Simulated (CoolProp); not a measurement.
Vapour-liquid equilibrium of R1234yf (1) + R134a (2) at 0.238 MPa; x and y are mole fractions of (1).

The numbers come from the multi-fluid Helmholtz-energy mixture model, Lemmon 2022 and Tillner-Roth 1994; pair parameters Bell 2022 in CoolProp.

| x | bubble temperature (K) | y at the bubble point | dew temperature at overall composition x (K) | liquid density (mol/L) |
|---|---|---|---|---|
| 0.05 | 267.1 | 0.066 | 267.2 | 12.73 |
| 0.125 | 266.4 | 0.156 | 266.6 | 12.53 |
| 0.2 | 265.9 | 0.238 | 266.1 | 12.33 |
| 0.275 | 265.5 | 0.314 | 265.7 | 12.14 |
| 0.35 | 265.1 | 0.386 | 265.3 | 11.95 |
| 0.425 | 264.9 | 0.454 | 265.0 | 11.77 |
| 0.5 | 264.7 | 0.521 | 264.7 | 11.59 |
| 0.575 | 264.5 | 0.588 | 264.6 | 11.42 |
| 0.65 | 264.5 | 0.654 | 264.5 | 11.25 |
| 0.725 | 264.5 | 0.722 | 264.5 | 11.09 |
| 0.8 | 264.5 | 0.792 | 264.5 | 10.93 |
| 0.875 | 264.7 | 0.866 | 264.7 | 10.78 |
| 0.95 | 264.9 | 0.944 | 264.9 | 10.63 |

y crosses x between x = 0.65 and 0.725: the model has an azeotrope there.

Pair parameters are fitted to limited data, so mixtures are less certain than the pure fluids.
